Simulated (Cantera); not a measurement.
Hydrocarbon pyrolysis for carbon deposition

An isothermal, constant-pressure homogeneous reactor starts with C₂H₆ : H₂ = 1 : 31 (molar parts), at 1548 K and 3.30 Torr.

Cantera simulation using GRI-Mech 3.0 (53 species, 325 reactions); the numbers are that mechanism's predictions, not measurements. GRI-Mech 3.0 stops at C3 and has no aromatics, soot or wall deposition, so with more carbon than oxygen in the feed, carbon stays in small species such as C2H2 where larger ones or solid carbon would form. Radical loss at walls, strong at low pressure, is not modelled.

| t (s) | x C₂H₆ | x H₂ | x CH₂ | x C₂H₂ | x CH₄ | x CH₃ |
|---|---|---|---|---|---|---|
| 1.00e-6 | 0.0312 | 0.969 | <1e-12 | <1e-12 | 1.15e-8 | 4.83e-6 |
| 3.62e-6 | 0.0312 | 0.969 | <1e-12 | <1e-12 | 1.50e-7 | 1.74e-5 |
| 1.31e-5 | 0.0312 | 0.969 | 1.11e-11 | <1e-12 | 1.93e-6 | 6.13e-5 |
| 4.73e-5 | 0.0311 | 0.969 | 5.67e-10 | 6.95e-12 | 2.39e-5 | 0.000205 |
| 0.000171 | 0.0307 | 0.968 | 2.51e-8 | 5.52e-9 | 0.000260 | 0.000567 |
| 0.000618 | 0.0273 | 0.966 | 5.93e-7 | 4.94e-6 | 0.00243 | 0.00155 |
| 0.00224 | 0.00901 | 0.954 | 4.08e-6 | 0.000592 | 0.0220 | 0.00382 |
| 0.00809 | 2.72e-5 | 0.948 | 2.54e-6 | 0.00601 | 0.0362 | 0.00197 |
| 0.0292 | 9.86e-6 | 0.949 | 9.80e-7 | 0.0104 | 0.0362 | 0.00109 |
| 0.106 | 5.74e-6 | 0.951 | 4.19e-7 | 0.0122 | 0.0354 | 0.000661 |
| 0.382 | 2.87e-6 | 0.952 | 1.49e-7 | 0.0131 | 0.0340 | 0.000368 |
| 1.38 | 1.58e-6 | 0.953 | 6.93e-8 | 0.0142 | 0.0320 | 0.000237 |
| 5.00 | 1.13e-6 | 0.956 | 5.84e-8 | 0.0164 | 0.0273 | 0.000200 |
x: mole fraction; the columns are a selection and need not sum to one.

Equilibrium at this temperature and pressure: C₂H₆ 5.70e-10, H₂ 0.970, CH₂ 1.48e-9, C₂H₂ 0.0292, CH₄ 0.000368, CH₃ 3.55e-6 (gas phase only).
